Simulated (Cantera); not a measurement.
Input: 1 mol FeS2, 3.2 mol H2, 5.8 mol H2O, held at 1198 K and 0.130 bar.

Cantera equilibrium calculation (NASA polynomials, part measured and part estimated; ideal gas, pure solids and liquids). FeS: taken at fixed stoichiometry. Gases not in the tables: S3 to S7. Equilibrium is a limit: real reactors are often held back by kinetics, nucleation or transport.

```
species        before     after
-----------  --------  --------
H2O             0.642     0.618
H2              0.250     0.305
H2S             0.105    0.0439
S2            0.00267    0.0302
SO            3.14e-6   8.20e-5
SO2          0.000126   0.00259
S2O           4.27e-6   3.81e-5
SH            9.30e-5  0.000346
FeS(s), mol      1.00     1.000
```
Gas species are given as mole fractions.

### Question
Name the change that produced these shifts.
A) pressure from 0.130 bar to 0.200 bar
B) pressure from 0.130 bar to 1.40 bar
C) pressure from 0.130 bar to 1.33 mbar
D) temperature from 1198 K to 723 K

### Answer
C, pressure from 0.130 bar to 1.33 mbar
